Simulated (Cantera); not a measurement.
Input: 1 mol Al2O3, 6.9 mol H2, at 1800 °C and 0.00133 bar.

Cantera equilibrium calculation (NASA polynomials, part measured and part estimated; ideal gas, pure solids and liquids). The tables' values for AlOH are old estimates; treat these amounts as uncertain. Equilibrium is a limit: real reactors are often held back by kinetics, nucleation or transport.

| species | before | after |
|---|---|---|
| H2 | 0.927 | 0.999 |
| H | 0.0694 | 0.000844 |
| H2O | 0.00227 | 5.31e-6 |
| Al | 0.00123 | 3.20e-6 |
| OH | 1.93e-5 | <1e-9 |
| AlO | 1.33e-5 | <1e-9 |
| Al2O | 0.000185 | 1.42e-7 |
| AlOH | 9.08e-5 | 9.97e-8 |
| AlH | 1.04e-5 | 1.17e-7 |
| Al2O3(s), mol | 0.994 | 1.000 |
Gas species are given as mole fractions.

### Question
Which change was made?
A) pressure from 0.00133 bar to 0.000710 bar
B) temperature from 1800 °C to 1900 °C
C) temperature from 1800 °C to 1625 °C
D) temperature from 1800 °C to 1275 °C

### Answer
D, temperature from 1800 °C to 1275 °C
